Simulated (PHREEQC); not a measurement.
Make-up at 35 °C: 3.2 mol NaBr, 1.4 mol SrCl2 and 4.7 mol MgCl2 per kg of water. Closed to the air; pH follows from the charge balance.

Equilibrium calculation in PHREEQC: Pitzer model, pitzer.dat.

Question: The ionic strength comes out as 21.5 mol/kgw. What activity coefficients do Br-, H+, Mg+2, Cl-, Na+ get?

Answer: Br- 3.0, H+ 4300, Mg+2 1100000, Cl- 0.94, Na+ 130. Single-ion values are on the MacInnes scale.

This is a speciation only: nothing precipitates in the calculation. The solution is supersaturated, for example in Halite, so a real one may precipitate; this is no full list. Complexes and solids missing from the database can't appear.
